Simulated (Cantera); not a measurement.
A closed system holds: 1 mol Al2O3, 0.4 mol SiCl4, 0.1 mol O2, held at 1.00 bar.

Equilibrium computed with Cantera from the NASA thermochemical tables; the gas is ideal and each condensed phase is pure. Candidate condensed phases: Al, AlCl3, Al2O3, Al2SiO5, Al6Si2O13, Si, SiO2; 26 gas species. Mutual solubility and eutectic melting of coexisting phases are not modelled. Condensed phases not in the tables: alloys, solid solutions and most ternary compounds. Kinetics and transport are ignored.

Over these rows the condensed part is Al2O3(s) + Al6Si2O13(mullite). Partial pressures as log10 of bar:

| T (K) | 1000/T (1/K) | log p O2 | log p AlCl3 | log p Cl2 | log p Cl |
|---|---|---|---|---|---|
| 1448 | 0.6906 | -5.67 | -0.19 | -0.50 | -1.64 |
| 1523 | 0.6566 | -5.12 | -0.19 | -0.51 | -1.42 |
| 1598 | 0.6258 | ? | -0.19 | -0.53 | -1.23 |
| 1673 | 0.5977 | -4.21 | -0.20 | -0.56 | -1.06 |
| 1748 | 0.5721 | -3.86 | -0.21 | -0.60 | -0.91 |
| 1823 | 0.5485 | -3.56 | -0.21 | -0.65 | -0.78 |

### Question
Fit log p(O2) = a + b·(1000/T) to the five rows, give the apparent enthalpy, and predict the row at 1598 K.

### Answer
Means: 1000/T = 0.6131, log p = -4.484. Sxy = -0.209075, Sxx = 0.0139898, so b = -14.94 and a = -4.484 − (-14.94)×0.6131 = 4.68.
Apparent enthalpy: −19.145 × (-14.94) = 286 kJ/mol. With the condensed phases at unit activity, 2/3 Al2O3(s) + 2 Cl2(g) = O2(g) + 4/3 AlCl3(g) links this pressure to the main gases: over the six rows their terms move log p by -0.27 in all, so the slope isn't that reaction's ΔH° alone. The five rows lie within 0.05 of the line.
Prediction at 1598 K: 4.68 + (-14.94)×0.6258 = -4.67. The computed value is -4.63, 0.04 from the line.
